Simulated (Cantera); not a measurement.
Input (Python, Cantera) and output of one run.

```python
import numpy as np
import cantera as ct

gas_names = """
    Cu CuO Cu2 H HO2 H2 H2O H2O2 O OH O2 O3
""".split()
cond_names = """
    Cu(cr) Cu(L) CuO(s) CuO2H2(s) Cu2O(s) Cu2O(L) H2O(s) H2O(L)
""".split()


# ... load() reads the species with a 1 bar reference pressure and builds the phases ...
atoms = {
    'CuO': {'Cu': 1, 'O': 1},
    'H2': {'H': 2},
}
top_T = {'CuO(s)': 1390}  # K; cautious upper limits of use, not melting points


# ... equilibrate(T, P, feed) seeds the gas with the atoms and calls Mixture.equilibrate('TP', solver="vcs", rtol=1e-11, max_steps=5000) ...
results = []
feed = {'CuO': 1, 'H2': 0.52}  # mol
P = 2900  # Pa
for T in [1275, 1325, 1375, 1425, 1475, 1525, 1575, 1625, 1675]:
    mix = equilibrate(T, P, feed)
    results.append((T, P, feed, dict(zip(mix.species_names, mix.species_moles))))

top = {s: max(r[3][s] / sum(r[3][g] for g in gas_names) for r in results) for s in gas_names}
cols = sorted((s for s in top if top[s] > 0.0001), key=lambda s: -top[s])[:6]
seen = [c for c in cond_names if any(r[3].get(c, 0) > 1e-12 for r in results)]
print("log10 of partial pressures in bar; condensed amounts in mol")
print(f"{'T/K':>10s}" + "".join(f"{s[:9]:>10s}" for s in cols + seen))
for T, P, feed, n in results:
    ng = sum(n[g] for g in gas_names)
    print(f"{T:10.4g}" + "".join(f"{np.log10(max(n[s] / ng * P / 1e5, 1e-99)):10.3f}" for s in cols)
          + "".join(f"{n.get(c, 0):10.4g}" for c in seen))
```

Result:

```
log10 of partial pressures in bar; condensed amounts in mol
       T/K       H2O        O2        Cu        OH        H2    Cu(cr)     Cu(L)   Cu2O(s)   Cu2O(L)
      1275    -1.538    -6.220    -7.063    -6.762    -5.686   0.03997         0      0.48         0
      1325    -1.538    -5.708    -6.552    -6.382    -5.556   0.04004         0      0.48         0
      1375    -1.538    -5.209    -6.085    -6.024    -5.448         0   0.04032    0.4798         0
      1425    -1.538    -4.699    -5.663    -5.680    -5.370         0   0.04128    0.4793         0
      1475    -1.539    -4.226    -5.271    -5.359    -5.297         0   0.04408    0.4779         0
      1525    -1.540    -3.809    -4.905    -5.066    -5.216         0   0.05093         0    0.4744
      1575    -1.543    -3.538    -4.563    -4.823    -5.082         0   0.06052         0    0.4695
      1625    -1.547    -3.285    -4.243    -4.596    -4.957         0   0.07702         0     0.461
      1675    -1.554    -3.049    -3.942    -4.384    -4.841         0    0.1046         0    0.4466
```

Cantera equilibrium calculation (NASA polynomials, part measured and part estimated; ideal gas, pure solids and liquids). Each liquid is taken as pure. Mutual solubility and eutectic melting of coexisting phases are not modelled.
